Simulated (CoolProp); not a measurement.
Model: reference Helmholtz-energy equation of state, Span 1996, in CoolProp.

Q: Give the vapour pressure (MPa), liquid density (kg/m³), enthalpy of vaporisation (kJ/kg), liquid cp (kJ/(kg K)) of saturated carbon dioxide at 259.3 K.

A: 
```tsv
T (K)	p (MPa)	liquid density (kg/m³)	enthalpy of vaporisation (kJ/kg)	liquid cp (kJ/(kg K))
259.3	2.37	1000	268	2.24
```
